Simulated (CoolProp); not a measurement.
R1336mzz(Z) along the isotherm 226.85 °C: density (kg/m³) from the reference equation and from simpler models built on Tc = 171.3 °C, pc = 2904 kPa, ω = 0.386; each cubic takes its own stable root.

Values from CoolProp's reference Helmholtz-energy equation of state, McLinden 2020.

```
p (kPa)          phase  reference  van der Waals  Soave-Redlich-Kwong  Peng-Robinson
-------  -------------  ---------  -------------  -------------------  -------------
1810               gas      84.45          84.73                83.50          85.40
3630     supercritical      215.9          233.6                206.8          216.5
5440     supercritical      438.1          459.8                383.1          407.6
7260     supercritical      633.9          541.0                526.7          567.9
9070     supercritical      735.4          585.9                615.3          669.1
10900    supercritical      799.5          617.6                677.7          740.6
12700    supercritical      845.0          641.8                724.6          794.4
14500    supercritical      880.7          661.6                762.6          837.8
```
